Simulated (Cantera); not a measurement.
Charge: 1 mol S, 9.1 mol H2O, equilibrated at 3.20 mbar.

Cantera equilibrium calculation (NASA polynomials, part measured and part estimated; ideal gas, pure solids and liquids). Candidate condensed phases: H2O, H2SO4, S; 19 gas species. Kinetics and transport are ignored. All values below are at 1675 K.

Base state: H2O 0.722, H2 0.180, SO2 0.0875, SO 0.00622, S2 0.00198, H 0.000870, H2S 0.000769, SH 0.000569 (mole fractions); condensed: gas only.

Problem. What changes in the equilibrium state with this change: pressure from 3.20 mbar to 1 atm?

Solution. 
| species | before | after |
|---|---|---|
| H2O | 0.722 | 0.815 |
| H2 | 0.180 | 0.0952 |
| SO2 | 0.0875 | 0.0557 |
| H2S | 0.000769 | 0.0180 |
| S2 | 0.00198 | 0.0123 |
| H | 0.000870 | 3.56e-5 |
| S2O | 3.19e-5 | 0.000422 |
| OH | 0.000169 | 1.47e-5 |
| S | 0.000197 | 2.76e-5 |
| SO | 0.00622 | 0.00186 |
